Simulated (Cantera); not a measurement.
A perfectly stirred reactor is fed with 3.24 % CO, 2.30 % H2, 1.10 % CH4, 7.78 % O2, 85.6 % N2, equivalence ratio 0.64, at 1.00 bar; it is adiabatic with a 623 K inlet, and is followed from long to short residence time, starting on the burning branch (τ in s: 0.069, 0.033, 0.016, 0.0077, 0.0037, 0.0018, 0.00087, 0.00042, 0.0002, 9.7e-05).

Detailed kinetics in Cantera: GRI-Mech 3.0 (53 species, 325 reactions).

Q: Predict: blow-out, bracketed by the residence times tried; x(CO) at τ = 69.0 ms; x(H2) at τ = 69.0 ms; x(CH4) at τ = 69.0 ms; x(H) at τ = 69.0 ms; x(NO2) at τ = 69.0 ms; x(CO) at τ = 1.80 ms; x(H2) at τ = 1.80 ms; x(CH4) at τ = 1.80 ms.

A: 
```
Item                                                                           Value
------------------------------------------------  ----------------------------------
blow-out, bracketed by the residence times tried  burning at 3.70 ms, out at 1.80 ms
x(CO) at τ = 69.0 ms                                                         0.00103
x(H2) at τ = 69.0 ms                                                        0.000152
x(CH4) at τ = 69.0 ms                                                        1.87e-5
x(H) at τ = 69.0 ms                                                          3.53e-5
x(NO2) at τ = 69.0 ms                                                        4.04e-9
x(CO) at τ = 1.80 ms                                                          0.0324
x(H2) at τ = 1.80 ms                                                          0.0230
x(CH4) at τ = 1.80 ms                                                         0.0110
```
